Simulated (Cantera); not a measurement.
Thermodynamics of fluorocarbon and chlorocarbon gases, feed CH3Cl + HCl + H2

Charge: 1 mol CH3Cl, 0.33 mol HCl, 20 mol H2, held at 0.133 bar.

Cantera equilibrium calculation (NASA polynomials, part measured and part estimated; ideal gas, pure solids and liquids). Candidate condensed phases: C, C6H6, C7H8, C8H18; 91 gas species. Kinetics and transport are ignored.

```tsv
T (K)	x H2	x H	x HCl	x C2H2 (acetylene)	x Cl	x CH4	x C2H	x C4H2	n C(graphite)
1623	0.940	0.000184	0.0596	3.28e-5	9.16e-6	0.000175	2.43e-11	4.43e-10	0.995
1723	0.940	0.000484	0.0595	8.50e-5	2.38e-5	0.000118	2.73e-10	3.02e-9	0.994
1823	0.939	0.00115	0.0595	0.000198	5.56e-5	8.39e-5	2.34e-9	1.66e-8	0.989
1923	0.938	0.00250	0.0594	0.000423	0.000119	6.16e-5	1.61e-8	7.63e-8	0.980
2023	0.935	0.00503	0.0592	0.000835	0.000236	4.65e-5	9.09e-8	3.00e-7	0.961
2123	0.930	0.00947	0.0588	0.00154	0.000440	3.60e-5	4.35e-7	1.03e-6	0.930
2223	0.921	0.0168	0.0583	0.00267	0.000773	2.83e-5	1.80e-6	3.16e-6	0.878
2323	0.908	0.0284	0.0574	0.00440	0.00129	2.25e-5	6.59e-6	8.73e-6	0.798
2423	0.889	0.0458	0.0561	0.00688	0.00206	1.80e-5	2.15e-5	2.19e-5	0.681
2523	0.862	0.0707	0.0542	0.0103	0.00314	1.43e-5	6.34e-5	5.05e-5	0.514
2623	0.824	0.105	0.0517	0.0146	0.00459	1.13e-5	0.000171	0.000107	0.287
```
x: gas mole fraction; n: condensed amount in mol.

From 1623 K to 2623 K the condensed part is C(graphite). The main C-bearing gas is CH4 at 1623 K and C2H2 (acetylene) at 2623 K. The share of C in condensed phases is highest at 1623 K (99.5 %) and lowest at 2623 K (28.7 %).
